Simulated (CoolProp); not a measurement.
Saturation properties of normal hydrogen (Tc = 33.1 K, pc = 1.296 MPa, ω = -0.219).

The numbers come from the reference Helmholtz-energy equation of state, Leachman 2009 in CoolProp.

```
T (K)  p (MPa)  enthalpy of vaporisation (kJ/kg)  vapour Z  surface tension (mN/m)
-----  -------  --------------------------------  --------  ----------------------
26      0.3940                             394.8    0.7706                   0.961
26.8    0.4602                                 ?    0.7457                   0.832
27.5    0.5242                                 ?    0.7223                   0.721
28.2    0.5942                             352.1    0.6973                   0.611
29      0.6821                             331.7         ?                   0.490
29.7    0.7661                                 ?    0.6362                   0.388
30.4    0.8574                                 ?    0.6028                   0.290
31.2         ?                                 ?    0.5587                   0.188
31.9     1.079                             212.4    0.5111                   0.110
32.6     1.197                             153.2    0.4450                  0.0526
```

**Question.** Fill in the missing entries.

**Answer.** 
- 26.8, enthalpy of vaporisation (kJ/kg): 381.2
- 27.5, enthalpy of vaporisation (kJ/kg): 367.6
- 29, vapour Z: 0.6661
- 29.7, enthalpy of vaporisation (kJ/kg): 310.9
- 30.4, enthalpy of vaporisation (kJ/kg): 286.4
- 31.2, p (MPa): 0.9711
- 31.2, enthalpy of vaporisation (kJ/kg): 251.9

It boils at 20.4 K under 1 atm.

Surface tension comes from a separate correlation (Mulero 2012).
